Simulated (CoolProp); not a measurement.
C2F6 (R116) at 298.15 K and 0.63 MPa is throttled through a valve to 0.207 MPa with no heat exchange. Each further row changes one setting.

The numbers come from the reference Helmholtz-energy equation of state, Lemmon 2006 in CoolProp. It is a short technical equation, of lower accuracy than the large ones.

```
case                        temperature change (K)  final density (kg/m³)
--------------------------  ----------------------  ---------------------
as stated                                     -3.7                   11.9
outlet pressure 0.0621 MPa                    -5.0                   3.54
outlet pressure 0.269 MPa                     -3.2                   15.6
```
